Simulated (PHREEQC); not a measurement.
Synthetic water in mmol/kgw, 30 °C, pH 8.22, pe 10.7: Na 0.0885; K 8.21e-05; Ca 0.551; Mg 1.7; Cl 1.6; S(6) 0.351; Alkalinity (meq/kgw) 1.62; Cu(2) 0.134.

Valence states are taken as typed.

The numbers come from PHREEQC with the ion-association model, wateq4f.dat.

This is a speciation only: nothing precipitates in the calculation.

Question: What ionic strength, charge-balance error does the model give?

Answer: ionic strength 0.00633 mol/kgw; charge-balance error 12.0 %.

Question: In which forms is Mg present?

Answer: Mg+2 95 %, MgSO4 3.6 %, MgHCO3+ 1.0 %, MgCO3 0.7 % of the Mg.

Saturation is exceeded, for instance for Malachite, Cu(OH)2; the values hold only as long as no solid forms. The database's constant for dissolved Cu(OH)2 is higher than later reviews accept.
